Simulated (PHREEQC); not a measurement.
0.11 g of hydrous ferric oxide (600 m²/g; 0.2 weak and 0.005 strong sites per Fe, Dzombak-Morel constants, diffuse double layer) in 1 kg of water with 0.005 mol/kgw of an inert sodium salt and 0.0019 mmol/kgw MnCl2, 0.0025 mmol/kgw CuCl2 and 0.03 mmol/kgw ZnSO4, at 25 °C; the pH is set by adding NaOH or the inert anion's acid. The system is closed to oxygen. CO2 from the air is kept out. Nothing may precipitate in this run.

Base run: PHREEQC, ion-association model, wateq4f.dat. Each further column changes one thing. The table gives Cu sorbed (%).

```csv
pH,base,no electrostatic term (-no_edl),background salt from 0.005 to 0.0005 mol/kgw,oxide from 0.11 to 0.55 g/kgw
4,1.4,2.1,1.2,5.5
4.5,9.9,17.1,9.0,30.4
5.5,82.5,91.2,82.7,95.5
6,95.1,98.1,95.3,99.1
7,99.4,99.9,99.4,99.9
7.5,99.4,99.9,99.3,100.0
8.5,99.2,99.0,99.2,100.0
9,99.2,95.2,99.2,99.9
10,98.9,27.1,99.1,99.9
10.5,98.6,4.7,99.0,99.9
11.5,96.2,0.2,97.3,99.7
12,87.7,0.0,90.3,99.1
```

The database's constant for dissolved Cu(OH)2 is higher than later reviews accept. In at least one series the solution becomes supersaturated in solids that the run did not let form, among them Zn(OH)2-e.
